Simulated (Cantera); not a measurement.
# Hydrocarbon pyrolysis for carbon deposition

A perfectly stirred reactor is fed with 1.33 % CH4, 96.8 % N2, 1.86 % H2O, at 0.839 atm; it is held at 1975 K, and followed from long to short residence time.

Cantera simulation using GRI-Mech 3.0 (53 species, 325 reactions); the numbers are that mechanism's predictions, not measurements.

```tsv
τ (s)	x CH4	x C2H6	x CH2	x HCN	x H	x C2H4	x C2H
0.65	0.000242	1.60e-8	3.37e-7	0.000337	0.000268	6.48e-7	8.70e-8
0.24	0.000404	4.67e-8	5.87e-7	0.000342	0.000253	1.79e-6	1.90e-7
0.090	0.000638	1.23e-7	9.66e-7	0.000262	0.000232	4.59e-6	3.36e-7
0.034	0.000993	3.11e-7	1.51e-6	0.000164	0.000203	1.16e-5	4.90e-7
0.012	0.00165	8.35e-7	2.28e-6	8.44e-5	0.000167	3.25e-5	5.92e-7
0.0046	0.00272	2.04e-6	3.11e-6	4.01e-5	0.000134	8.35e-5	5.79e-7
0.0017	0.00455	4.75e-6	3.95e-6	1.58e-5	0.000101	0.000205	4.59e-7
0.00064	0.00714	8.92e-6	4.37e-6	4.80e-6	6.70e-5	0.000394	2.63e-7
0.00024	0.0102	1.06e-5	3.61e-6	8.18e-7	3.36e-5	0.000417	6.80e-8
```
x: mole fraction; the columns are a selection and need not sum to one.
